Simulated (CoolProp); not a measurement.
Vapour-liquid equilibrium of R125 (1) + R1234yf (2) at -95.15 °C; x and y are mole fractions of (1).

The numbers come from the multi-fluid Helmholtz-energy mixture model, Lemmon 2005 and Lemmon 2022; pair parameters Bell 2023 in CoolProp.

```
x      bubble pressure (bar)  y at the bubble point  dew pressure at overall composition x (bar)  liquid density (mol/L)
-----  ---------------------  ---------------------  -------------------------------------------  ----------------------
0.05                 0.01694                  0.145                                      0.01579                   12.63
0.125                      …                  0.313                                      0.01669                   12.72
0.2                  0.02192                  0.442                                      0.01769                   12.81
0.275                0.02437                      …                                      0.01882                   12.90
0.35                 0.02680                  0.628                                      0.02010                   12.99
0.425                0.02921                  0.697                                      0.02156                   13.08
0.5                  0.03161                  0.756                                      0.02324                   13.18
0.575                0.03400                  0.807                                      0.02521                   13.28
0.65                 0.03638                  0.851                                      0.02753                   13.39
0.725                0.03876                  0.889                                      0.03030                   13.50
0.8                  0.04114                  0.924                                      0.03367                   13.61
0.875                0.04353                  0.955                                            …                   13.73
0.95                 0.04591                  0.983                                      0.04313                       …
```

Question: Fill in the missing entries.

Answer: 
- 0.125, bubble pressure (bar): 0.01945
- 0.275, y at the bubble point: 0.544
- 0.875, dew pressure at overall composition x (bar): 0.03784
- 0.95, liquid density (mol/L): 13.85

No azeotrope shows between x = 0.05 and 0.95.

Pair parameters are fitted to limited data, so mixtures are less certain than the pure fluids.
